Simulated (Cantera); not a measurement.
An adiabatic, constant-volume homogeneous reactor starts with H2 : O2 : N2 = 1 : 0.602 : 2.27 (molar parts), at 1125 K and 200000 Pa. Integrator tolerance rtol = 1e-08.

Detailed kinetics in Cantera: the H2/O2 subset of GRI-Mech 3.0, which has no nitrogen chemistry.

```
quantity                                                            before                                      after
---------------------------------  ---------------------------------------  -----------------------------------------
time of steepest temperature rise                                  44.6 µs                                    52.7 µs
temperature at 1.00 s                                               2918 K                                     2871 K
equilibrium temperature                                             2918 K                                     2871 K
x(H2) at 1.00 s                      0.0219 (gas-phase equilibrium 0.0219)        0.259 (gas-phase equilibrium 0.259)
x(O2) at 1.00 s                      0.0316 (gas-phase equilibrium 0.0316)  0.000154 (gas-phase equilibrium 0.000154)
x(H2O2) at 1.00 s                  1.44e-6 (gas-phase equilibrium 1.44e-6)    9.08e-8 (gas-phase equilibrium 9.08e-8)
x(O) at 1.00 s                     0.00703 (gas-phase equilibrium 0.00703)  0.000416 (gas-phase equilibrium 0.000416)
x(OH) at 1.00 s                      0.0295 (gas-phase equilibrium 0.0295)    0.00693 (gas-phase equilibrium 0.00693)
```

### Question
Which change was made?
A) H2 1 to 2.5 parts
B) pressure from 200000 Pa to 100000 Pa
C) pressure from 200000 Pa to 1000000 Pa
D) pressure from 200000 Pa to 23000 Pa

### Answer
A, H2 1 to 2.5 parts
